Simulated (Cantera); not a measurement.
Standard-state values (1 bar) from the NASA 1993 polynomials, evaluated with Cantera. Values are per mole of reaction as written; species without (g) are pure solids or liquids, kept so even where they would boil at 1 bar.

Task: Between 300 and 2950 K, where is each reaction favourable under standard conditions?
- 4 NO(g) ⇌ N2(g) + 2 NO2(g)

Result: 
- 4 NO(g) ⇌ N2(g) + 2 NO2(g): ΔG° is -245 kJ at 300 K and 217 kJ at 2950 K; it changes sign between 300 and 2800 K. ΔH° is -288 kJ and ΔS° -171 J/K at 2950 K.
